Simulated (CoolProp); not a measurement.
Vapour-liquid equilibrium of fluoroethane (R161) (1) + R134a (2) at 202.8 K; x and y are mole fractions of (1).

Model: multi-fluid Helmholtz-energy mixture model, Wu 2012 and Tillner-Roth 1994; pair parameters Bell 2016, in CoolProp.

```csv
x,bubble pressure (kPa),y at the bubble point,dew pressure at overall composition x (kPa),liquid density (mol/L)
0.05,8.128,0.091,7.967,14.86
0.15,8.860,0.255,(withheld),15.14
0.25,9.642,(withheld),8.836,15.43
0.35,10.48,0.524,9.360,15.72
0.45,11.36,0.633,9.965,16.03
0.55,12.29,0.726,10.67,16.35
0.65,13.27,0.807,11.52,16.68
0.75,14.28,(withheld),12.56,17.03
0.85,15.32,0.932,(withheld),17.38
0.95,16.37,(withheld),15.69,17.75
```

**Question.** Complete the blanks.

**Answer.** 
- 0.15, dew pressure at overall composition x (kPa): 8.376
- 0.25, y at the bubble point: 0.398
- 0.75, y at the bubble point: 0.875
- 0.85, dew pressure at overall composition x (kPa): 13.89
- 0.95, y at the bubble point: 0.980

No azeotrope shows between x = 0.05 and 0.95.

Pair parameters are fitted to limited data, so mixtures are less certain than the pure fluids.
